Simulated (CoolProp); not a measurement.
Computed with CoolProp (reference Helmholtz-energy equation of state, Gao 2020).

Q: For ammonia, give the phase and the viscosity (µPa s), Prandtl number at 316.05 °C and 102 kPa; 316.05 °C and 1320 kPa.

A: 
- 316.05 °C and 102 kPa: gas; viscosity 21.3, Prandtl number 0.833
- 316.05 °C and 1320 kPa: gas; viscosity 21.3, Prandtl number 0.841

Viscosity comes from a separate model (Fenghour 1995). Thermal conductivity comes from a separate model (Tufeu 1984).
